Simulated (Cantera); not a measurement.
A perfectly stirred reactor is fed with H2 : O2 : N2 = 1.2 : 1 : 7.4 (molar parts), equivalence ratio 0.60, at 100000 Pa; it is held at 1123 K, and followed from long to short residence time.

Model: the H2/O2 subset of GRI-Mech 3.0, which has no nitrogen chemistry, integrated in Cantera. The temperature is held fixed by assumption; the heat of reaction is taken as removed at once.

One state of this run: x H2 = 0.00161; x O2 = 0.0452; x H2O2 = 2.84e-6; x H2O = 0.132; x O = 3.64e-5; x OH = 7.59e-5; x HO2 = 2.50e-5. x: mole fraction; the columns are a selection and need not sum to one.

Problem. Which value of τ (s) does it belong to?
A) 0.13
B) 0.59
C) 0.058
D) 0.0056

Solution. C, 0.058
